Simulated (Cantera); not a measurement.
Boron, boron nitride and boron oxide: BF3 + NH3 + H2 + O2

Charge: 1 mol BF3, 0.84 mol NH3, 100 mol H2, 0.19 mol O2, at 11.0 Pa.

Cantera equilibrium calculation (NASA polynomials, part measured and part estimated; ideal gas, pure solids and liquids). Candidate condensed phases: B, BN, B2O3, B3O3H3, H2O; 62 gas species. The tables' values for BF2 are old estimates; treat these amounts as uncertain. Equilibrium is a limit: real reactors are often held back by kinetics, nucleation or transport.

| T (K) | log p H2 | log p H | log p HF | log p BF3 | log p BF | log p N2 | log p BOF | log p BF2 |
|---|---|---|---|---|---|---|---|---|
| 1275 | -3.97 | -8.12 | -6.08 | -6.19 | -8.99 | -6.35 | -6.39 | -8.03 |
| 1375 | -3.97 | -7.45 | -6.04 | -6.24 | -7.73 | -6.35 | -6.40 | -7.32 |
| 1475 | -3.97 | -6.87 | -5.92 | -6.40 | -6.92 | -6.35 | -6.40 | -6.90 |
| 1575 | -3.97 | -6.37 | -5.79 | -6.77 | -6.50 | -6.35 | -6.40 | -6.80 |
| 1675 | -3.98 | -5.92 | -5.72 | -7.35 | -6.31 | -6.35 | -6.41 | -6.92 |
| 1775 | -3.98 | -5.53 | -5.69 | -8.04 | -6.24 | -6.36 | -6.43 | -7.17 |
| 1875 | -4.00 | -5.18 | -5.68 | -8.71 | -6.22 | -6.36 | -6.46 | -7.44 |
| 1975 | -4.03 | -4.88 | -5.69 | -9.34 | -6.22 | -6.38 | -6.53 | -7.71 |
| 2075 | -4.08 | -4.62 | -5.70 | -9.91 | -6.24 | -6.40 | -6.65 | -7.96 |
| 2175 | -4.17 | -4.40 | -5.72 | -10.43 | -6.28 | -6.44 | -6.83 | -8.20 |
log p: log10 of the partial pressure in bar; nothing condenses.

From 1275 K to 2175 K nothing is condensed. The main B-bearing gas is BF3 at 1275 K and BF at 2175 K.
